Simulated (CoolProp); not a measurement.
Aqueous ammonia as a coolant, 20 % by mass, freezing at -36.5 °C, 1 atm.

The numbers come from the Melinder's fits for secondary coolants in CoolProp.

```json
[
 {"T (°C)": "-6.9", "cp (kJ/(kg K))": "4.241", "density (kg/m³)": "934.2", "Prandtl number": "27.8", "viscosity (mPa s)": "2.83"},
 {"T (°C)": "-2.9", "cp (kJ/(kg K))": "4.235", "density (kg/m³)": "932.7", "Prandtl number": "23.8", "viscosity (mPa s)": "2.47"},
 {"T (°C)": "1.2", "cp (kJ/(kg K))": "4.230", "density (kg/m³)": "931.2", "Prandtl number": "20.5", "viscosity (mPa s)": "2.17"},
 {"T (°C)": "5.2", "cp (kJ/(kg K))": "4.225", "density (kg/m³)": "929.5", "Prandtl number": "17.9", "viscosity (mPa s)": "1.92"},
 {"T (°C)": "9.3", "cp (kJ/(kg K))": "4.221", "density (kg/m³)": "927.8", "Prandtl number": "15.6", "viscosity (mPa s)": "1.71"},
 {"T (°C)": "13.3", "cp (kJ/(kg K))": "4.217", "density (kg/m³)": "926.0", "Prandtl number": "13.8", "viscosity (mPa s)": "1.53"},
 {"T (°C)": "17.4", "cp (kJ/(kg K))": "4.213", "density (kg/m³)": "924.1", "Prandtl number": "12.1", "viscosity (mPa s)": "1.36"},
 {"T (°C)": "21.4", "cp (kJ/(kg K))": "4.210", "density (kg/m³)": "922.1", "Prandtl number": "10.7", "viscosity (mPa s)": "1.23"},
 {"T (°C)": "25.5", "cp (kJ/(kg K))": "4.207", "density (kg/m³)": "920.0", "Prandtl number": "9.45", "viscosity (mPa s)": "1.10"}
]
```
